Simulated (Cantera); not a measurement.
An isothermal, constant-pressure homogeneous reactor starts with 4.54 % CH4, 94.5 % H2, 0.945 % H, at 1350 K and 0.132 atm.

Detailed kinetics in Cantera: GRI-Mech 3.0 (53 species, 325 reactions). GRI-Mech 3.0 stops at C3 and has no aromatics, soot or wall deposition, so with more carbon than oxygen in the feed, carbon stays in small species such as C2H2 where larger ones or solid carbon would form.

One state of this run: x CH4 = 0.0443; x H2 = 0.955; x H = 5.73e-6; x C2H6 = 1.73e-6; x C2H2 = 0.000354. x: mole fraction; the columns are a selection and need not sum to one.

**Question.** Which value of t (s) does it belong to?
A. 0.000894
B. 4.00e-5
C. 0.447
D. 0.00423

**Answer.** C, 0.447
